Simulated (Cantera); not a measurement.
**Premixed flame**

A freely propagating, adiabatic, planar premixed flame of 5.30 % C₃H₈, 18.9 % O₂, 75.8 % N₂, equivalence ratio 1.4, unburnt at 525 K and 0.320 bar; mixture-averaged transport, grid criteria slope 0.08 and curve 0.16, no radiation.

Model: GRI-Mech 3.0 (53 species, 325 reactions), integrated in Cantera. GRI-Mech 3.0 was tuned for natural gas; its chemistry of propane as a main component is partial and can be far from experiment. Burning velocities carry a grid error of a few per cent, more on coarse grids.

| z (mm) | T (K) | u (m/s) | x C₃H₈ | x O₂ | x H₂ | x C₂H₆ | x C₂H | x O |
|---|---|---|---|---|---|---|---|---|
| -2.75 | 525 | 1.02 | 0.0529 | 0.189 | 0.00264 | 1.11e-7 | <1e-8 | <1e-8 |
| -1.84 | 527 | 1.03 | 0.0526 | 0.188 | 0.00757 | 2.58e-6 | <1e-8 | <1e-8 |
| -1.38 | 537 | 1.05 | 0.0523 | 0.186 | 0.0134 | 1.84e-5 | <1e-8 | <1e-8 |
| -0.918 | 604 | 1.20 | 0.0510 | 0.178 | 0.0243 | 0.000222 | <1e-8 | 1.49e-8 |
| -0.459 | 992 | 2.06 | 0.0350 | 0.136 | 0.0414 | 0.00233 | <1e-8 | 3.78e-6 |
| -0.230 | 1371 | 2.96 | 0.0111 | 0.0917 | 0.0497 | 0.00224 | 1.26e-7 | 7.32e-5 |
| 0 | 1719 | 3.81 | 0.000377 | 0.0468 | 0.0522 | 0.000275 | 3.82e-6 | 0.000423 |
| 0.230 | 1907 | 4.25 | 8.67e-7 | 0.0199 | 0.0490 | 4.85e-6 | 7.63e-6 | 0.000817 |
| 0.459 | 1976 | 4.40 | <1e-8 | 0.00820 | 0.0462 | 5.55e-8 | 3.44e-6 | 0.000969 |
| 0.918 | 2007 | 4.46 | <1e-8 | 0.00209 | 0.0454 | <1e-8 | 2.31e-7 | 0.000918 |
| 1.84 | 2020 | 4.47 | <1e-8 | 0.00100 | 0.0470 | <1e-8 | <1e-8 | 0.000795 |
| 3.67 | 2033 | 4.49 | <1e-8 | 0.000817 | 0.0476 | <1e-8 | <1e-8 | 0.000674 |
| 7.34 | 2051 | 4.53 | <1e-8 | 0.000629 | 0.0477 | <1e-8 | <1e-8 | 0.000517 |
x: mole fraction of selected species; z is measured from the peak of heat release.

The laminar burning velocity is 102 cm/s. The thermal thickness is 0.918 mm. The peak x(H₂) is 0.0523 and the peak x(C₂H₆) is 0.00279. The peak x(C₂H) is 7.81e-6. The peak x(O) comes out as 0.000977.
